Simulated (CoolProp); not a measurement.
Vapour pressure (MPa) of normal hydrogen: the reference equation beside estimates from Tc = -240.0 °C, pc = 1.296 MPa, ω = -0.219. Clausius-Clapeyron is anchored at -250.45 °C with a constant enthalpy of vaporisation of 0.8744 kJ/mol.

Model: reference Helmholtz-energy equation of state, Leachman 2009, in CoolProp.

```csv
T (°C),reference,Clausius-Clapeyron,Redlich-Kwong,Soave-Redlich-Kwong
-251.45,0.1471,0.1534,(withheld),0.1439
-250.45,0.1900,0.1900,0.09402,0.1886
-249.45,0.2410,0.2310,0.1353,0.2419
-248.45,0.3011,0.2764,(withheld),0.3046
-247.45,0.3710,0.3262,0.2542,0.3775
-246.55,0.4430,0.3747,0.3261,0.4522
-245.55,0.5338,0.4324,0.4211,0.5459
-244.55,0.6371,0.4940,0.5335,0.6516
-243.55,0.7537,0.5593,0.6644,0.7697
-242.55,0.8848,0.6282,0.8152,0.9008
-241.55,1.032,(withheld),0.9870,1.045
-240.55,1.197,0.7757,1.181,1.204
```

Task: Some entries are withheld; supply them.

Result: 
- -251.45, Redlich-Kwong: 0.06276
- -248.45, Redlich-Kwong: 0.1882
- -241.55, Clausius-Clapeyron: 0.7004

Absolute difference from the reference over all 12 rows, mean and median: Clausius-Clapeyron 17.3 and 17.2 %, Redlich-Kwong 25.8 and 23.8 %, Soave-Redlich-Kwong 1.5 and 1.8 %.
